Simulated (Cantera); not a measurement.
A closed system holds: 1 mol CF₄, 0.38 mol F₂, 0.11 mol H₂, held at 1198 K and 13300 Pa.

Cantera equilibrium calculation (NASA polynomials, part measured and part estimated; ideal gas, pure solids and liquids). Candidate condensed phases: C, C₆H₆, C₇H₈, C₈H₁₈; 95 gas species. Gases not in the tables: C₂F₆ and larger saturated fluorocarbons. The numbers say what is thermodynamically allowed, not how fast it happens.

Base state: CF₄ 0.587, F 0.251, HF 0.129, F₂ 0.0327 (mole fractions); condensed: gas only.

Question: What changes in the equilibrium state with this change: CF₄ replaced by CCl₄?

Answer: 
```
species           before     after
----------------  ------  --------
Cl₂                    0     0.813
HCl                    0    0.0719
CF₄                0.587    0.0667
F                  0.251   7.59e-9
F₂                0.0327     <1e-9
Cl                     0    0.0114
CClF₃                  0    0.0113
HF                 0.129    0.0230
CCl₂F₂                 0   0.00198
CCl₃F                  0  0.000301
C(graphite), mol       0     0.814
```
Gases not in the tables: C₂F₆ and larger saturated fluorocarbons, chlorinated aromatics.

Question: What changes in the equilibrium state with this change: H₂ from 0.11 to 15 mol?

Answer: 
```json
[
 {"species": "H₂", "before": "<1e-9", "after": "0.725"},
 {"species": "HF", "before": "0.129", "after": "0.274"},
 {"species": "CH₄", "before": "<1e-9", "after": "0.00112"},
 {"species": "CF₄", "before": "0.587", "after": "<1e-9"},
 {"species": "F", "before": "0.251", "after": "<1e-9"},
 {"species": "F₂", "before": "0.0327", "after": "<1e-9"},
 {"species": "C(graphite), mol", "before": "0", "after": "0.981"}
]
```
